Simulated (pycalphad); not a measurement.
An equivalent pycalphad script:

```python
from pycalphad import Database, equilibrium, calculate, variables as v
import numpy as np
db = Database('COST507.tdb')
comps = ['SN', 'SI', 'VA']
phases = ['BCT_A5', 'DIAMOND_A4', 'LIQUID']
eq = equilibrium(db, comps, phases, {v.X('SI'): 0.6638, v.T: np.arange(2350, 499, -50), v.P: 101325, v.N: 1}, output=['HM', 'SM'])
```

Computed with pycalphad from the COST 507 light-alloy database (1999), at 1 atm. The data set is of 1999 and partly superseded. Amounts are mole fractions of atoms.

Results at three of the temperatures:

```
T = 2250.00 K, P = 101325 Pa, N = 1 mol of atoms
G = -158835 J/mol, H = 94504 J/mol, S = 112.59 J/(mol K)  (SER reference)
chemical potentials (J/mol): Sn -224087, Si -125786
phase             fraction      x(Sn)      x(Si)
LIQUID              1.0000     0.3362     0.6638
```

```
T = 1850.00 K, P = 101325 Pa, N = 1 mol of atoms
G = -114843 J/mol, H = 83457 J/mol, S = 107.19 J/(mol K)  (SER reference)
chemical potentials (J/mol): Sn -172390, Si -85696
phase             fraction      x(Sn)      x(Si)
LIQUID              1.0000     0.3362     0.6638
```

```
T = 1800.00 K, P = 101325 Pa, N = 1 mol of atoms
G = -109502 J/mol, H = 82076 J/mol, S = 106.43 J/(mol K)  (SER reference)
chemical potentials (J/mol): Sn -166091, Si -80841
phase             fraction      x(Sn)      x(Si)
LIQUID              1.0000     0.3362     0.6638
```

Changes of the phase set, refined by bisection:

```
T (°C)         phases above         phases below
------  -------------------  -------------------
1359.7               LIQUID  DIAMOND_A4 + LIQUID
231.9   DIAMOND_A4 + LIQUID  BCT_A5 + DIAMOND_A4
```

DIAMOND_A4 is diamond (Si); BCT_A5 is bct (Sn).
